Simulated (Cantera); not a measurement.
Mixture: 2.17 % CH4, 1.36 % CO, 20.3 % O2, 76.1 % N2, equivalence ratio 0.25, at 16.0 bar, adiabatic and at constant volume. Ignition delay is the time to a rise of 400 K.

Model: GRI-Mech 3.0 (53 species, 325 reactions), integrated in Cantera. The pressure lies above the range GRI-Mech 3.0 was tuned for (to about 10 atm).

Q: Predict: delay at 1223 K; delay at 1298 K; delay at 1373 K; delay at 1448 K; delay at 1523 K; delay at 1598 K; apparent activation energy between 1448 and 1598 K.

A: 
* **delay at 1223 K**: 1.49 ms
* **delay at 1298 K**: 0.586 ms
* **delay at 1373 K**: 0.259 ms
* **delay at 1448 K**: 0.125 ms
* **delay at 1523 K**: 65.7 µs
* **delay at 1598 K**: 36.8 µs
* **apparent activation energy between 1448 and 1598 K**: 160 kJ/mol
